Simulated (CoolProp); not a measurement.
Isobutane at 298.15 K and 0.757 MPa is throttled through a valve to 0.405 MPa with no heat exchange. Each further row changes one setting.

Model: reference Helmholtz-energy equation of state, Bücker 2006, in CoolProp.

```tsv
case	temperature change (K)	final phase	final density (kg/m³)
as stated	+0.1	liquid	551
outlet pressure 0.121 MPa	…	…	…
outlet pressure 0.527 MPa	+0.1	liquid	551
```

Fill in the missing entries.


- outlet pressure 0.121 MPa, temperature change (K): -32.1
- outlet pressure 0.121 MPa, final phase: two-phase, vapour fraction 0.209
- outlet pressure 0.121 MPa, final density (kg/m³): 15.6
